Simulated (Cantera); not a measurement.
## Aluminium and copper etching: Cu + HF

Input: 1 mol Cu, 20 mol HF, at 752 °C and 4.70 Pa.

Equilibrium computed with Cantera from the NASA thermochemical tables; the gas is ideal and each condensed phase is pure. Candidate condensed phases: Cu, CuF2; 15 gas species. Rates play no part.

```yaml
x(HF): 1.000
x(CuF): 3.75e-5
x(H2): 1.87e-5
n(Cu(s)): 0.999 mol
gas_amount: 20.00 mol
log10 activity of CuF2(s) (absent): -8.36
```
